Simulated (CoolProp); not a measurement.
C2F6 (R116) along the isobar 14.9 MPa: density (kg/m³) from the reference equation and from simpler models built on Tc = 293.0 K, pc = 3.048 MPa, ω = 0.257; each cubic takes its own stable root.

Computed with CoolProp (reference Helmholtz-energy equation of state, Lemmon 2006). It is a short technical equation, of lower accuracy than the large ones.

| T (K) | phase | reference | Soave-Redlich-Kwong | Peng-Robinson |
|---|---|---|---|---|
| 268.1 | liquid | 1375 | 1333 | … |
| 280.1 | liquid | 1322 | 1278 | 1427 |
| 292.2 | liquid | … | 1219 | 1358 |
| 304.3 | supercritical | 1209 | … | 1287 |
| 316.3 | supercritical | 1150 | … | 1214 |
| 328.4 | supercritical | 1090 | 1036 | 1140 |
| 340.5 | supercritical | 1030 | 974.2 | 1067 |
| 352.6 | supercritical | 969.8 | 914.3 | … |
| 364.6 | supercritical | 912.0 | 857.8 | 930.5 |
| 376.7 | supercritical | 856.3 | 804.6 | 869.1 |
| 388.8 | supercritical | 804.2 | 755.9 | 813.4 |
| 400.9 | supercritical | 756.2 | 711.8 | 763.5 |
| 412.9 | supercritical | 712.8 | 672.5 | 719.2 |
| 425 | supercritical | 673.4 | … | 679.6 |

Problem. What belongs in the gaps?

Solution. 
- 268.1, Peng-Robinson: 1492
- 292.2, reference: 1266
- 304.3, Soave-Redlich-Kwong: 1159
- 316.3, Soave-Redlich-Kwong: 1098
- 352.6, Peng-Robinson: 996.4
- 425, Soave-Redlich-Kwong: 637.1
